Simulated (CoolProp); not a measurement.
Methanol along the isobar 32300 kPa: density (kg/m³) from the reference equation and from simpler models built on Tc = 240.2 °C, pc = 8216 kPa, ω = 0.565; each cubic takes its own stable root.

Values from CoolProp's reference Helmholtz-energy equation of state, de Reuck 1993.

```tsv
T (°C)	phase	reference	Redlich-Kwong	Peng-Robinson
197.45	liquid	648.7	455.2	527.6
209.95	liquid	632.2	443.9	509.8
222.35	liquid	614.7	432.4	491.2
234.85	liquid	595.8	420.6	471.4
247.25	supercritical	575.7	408.8	451.0
259.75	supercritical	553.9	396.6	429.7
272.15	supercritical	530.7	384.5	408.1
284.65	supercritical	505.6	372.1	386.1
297.05	supercritical	479.1	359.8	364.4
309.55	supercritical	451.3	347.4	343.1
321.95	supercritical	423.2	335.1	323.0
334.45	supercritical	395.2	322.9	304.0
346.85	supercritical	368.4	311.0	286.6
```
